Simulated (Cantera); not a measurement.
Feed: 1 mol SiH4, 0.32 mol N2, held at 875 K and 1.20 mbar.

Cantera equilibrium calculation (NASA polynomials, part measured and part estimated; ideal gas, pure solids and liquids). Candidate condensed phases: Si, Si3N4; 18 gas species. N2 is the only nitrogen source here; it is nearly inert below about 1500 K, so the nitride shown seldom forms there in practice. Equilibrium is a limit: real reactors are often held back by kinetics, nucleation or transport.

Base state: H2 1.00 (mole fractions); condensed: Si(s) + Si3N4(s).

Question: What changes in the equilibrium state with this change: temperature from 875 K to 1823 K?

Answer: 
```tsv
species	before	after
H2	1.00	0.848
N2	<1e-9	0.137
H	1.45e-9	0.0115
Si	<1e-9	0.00368
SiH	<1e-9	0.000126
Si2N	<1e-9	3.06e-5
SiH2	<1e-9	2.98e-5
Si2	<1e-9	2.38e-5
SiN	<1e-9	1.95e-5
Si(s), mol	0.520	0
Si3N4(s), mol	0.160	0
Si(l), mol	0	0.991
```
The tables' values for SiN are old estimates; treat these amounts as uncertain. Gases not in the tables: Si2H6 and higher silanes.
